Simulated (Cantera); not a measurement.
A closed system holds: 1 mol Cr, 13 mol H2O, 2.3 mol N2, held at 2175 K and 0.100 bar.

Cantera equilibrium calculation (NASA polynomials, part measured and part estimated; ideal gas, pure solids and liquids). Candidate condensed phases: Cr, CrN, Cr2N, Cr2O3, H2O; 29 gas species. Equilibrium is a limit: real reactors are often held back by kinetics, nucleation or transport.

Base state: H2O 0.741, N2 0.149, H2 0.0990, OH 0.00488, H 0.00486, O2 0.000531, NO 0.000261, CrO2 0.000235 (mole fractions); condensed: Cr2O3(s).

What changes in the equilibrium state with this change: temperature from 2175 K to 2325 K?


```json
[
 {"species": "H2O", "before": "0.741", "after": "0.717"},
 {"species": "N2", "before": "0.149", "after": "0.147"},
 {"species": "H2", "before": "0.0990", "after": "0.104"},
 {"species": "OH", "before": "0.00488", "after": "0.0129"},
 {"species": "H", "before": "0.00486", "after": "0.0112"},
 {"species": "CrO2", "before": "0.000235", "after": "0.00179"},
 {"species": "CrO", "before": "9.18e-5", "after": "0.000794"},
 {"species": "Cr", "before": "1.52e-5", "after": "0.000126"},
 {"species": "CrO3", "before": "1.46e-6", "after": "1.20e-5"},
 {"species": "O", "before": "0.000168", "after": "0.000941"},
 {"species": "Cr2O3(s), mol", "before": "0.497", "after": "0.479"}
]
```
Gases not in the tables: CrO2(OH)2.

What changes in the equilibrium state with this change: temperature from 2175 K to 1200 K?


```csv
species,before,after
H2O,0.741,0.752
N2,0.149,0.150
H2,0.0990,0.0980
OH,0.00488,1.20e-8
H,0.00486,1.95e-7
CrO2,0.000235,<1e-9
O2,0.000531,<1e-9
NO,0.000261,<1e-9
"Cr2O3(s), mol",0.497,0.500
```
